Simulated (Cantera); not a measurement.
A diamond (100) surface in a fixed gas of H2 with x(CH4) = 0.026, x(CH3) = 0.00028, at 1075 K, 0.0430 bar; coverages are run to steady state.

Computed with Cantera and the Harris–Goodwin 1993 mechanism for the reconstructed diamond (100) surface.

One state of this run: growth (µm/h) = 8.21; θ c6HH = 0.528; θ c6H* = 0.0254; θ c6*H = 0.424; θ c6** = 0.0159; θ c6HM = 0.00507. θ: site fractions in the mechanism's names (c6HH fully hydrogenated, c6H* and c6*H radical sites, c6** diradical, c6HM methylated).

Q: Which value of x(H) does it belong to?
A) 0.00046
B) 0.0021
C) 0.0001
D) 0.021

A: D, 0.021
